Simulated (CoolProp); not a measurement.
Vapour pressure (MPa) of ammonia: the reference equation beside estimates from Tc = 405.6 K, pc = 11.36 MPa, ω = 0.256. Clausius-Clapeyron is anchored at 265.4 K with a constant enthalpy of vaporisation of 21.95 kJ/mol.

Values from CoolProp's reference Helmholtz-energy equation of state, Gao 2020.

```csv
T (K),reference,Lee-Kesler,Clausius-Clapeyron,van der Waals,Redlich-Kwong,Soave-Redlich-Kwong,Peng-Robinson
265.4,0.3182,0.3138,0.3182,1.601,0.5478,0.3143,0.3161
267.4,0.3444,0.3402,0.3428,1.667,0.5870,0.3406,0.3422
269.3,0.3708,0.3670,0.3675,1.731,0.6262,0.3673,0.3686
271.3,0.4003,0.3968,0.3950,1.800,0.6694,0.3971,0.3980
273.3,0.4317,0.4286,0.4242,1.871,0.7148,0.4287,0.4293
275.2,0.4632,0.4605,0.4534,1.940,0.7600,0.4605,0.4607
277.2,0.4982,0.4961,0.4859,2.015,0.8098,0.4960,0.4958
279.2,0.5353,0.5338,0.5202,2.091,0.8619,0.5336,0.5328
281.1,0.5725,0.5715,0.5546,2.165,0.9136,0.5712,0.5700
283.1,0.6137,0.6135,0.5926,2.246,0.9704,0.6131,0.6112
285.1,0.6573,0.6577,0.6327,2.328,1.030,0.6573,0.6548
287.1,0.7031,0.7044,0.6748,2.412,1.092,0.7039,0.7007
289,0.7490,0.7510,0.7168,2.493,1.153,0.7505,0.7466
291,0.7997,0.8025,0.7633,2.581,1.220,0.8021,0.7973
293,0.8529,0.8567,0.8120,2.671,1.290,0.8563,0.8507
```

Absolute difference from the reference over all 15 rows, mean and median: Lee-Kesler 0.5 and 0.4 %, Clausius-Clapeyron 2.7 and 2.8 %, van der Waals 297.4 and 290.6 %, Redlich-Kwong 61.3 and 61.0 %, Soave-Redlich-Kwong 0.5 and 0.4 %, Peng-Robinson 0.5 and 0.5 %.
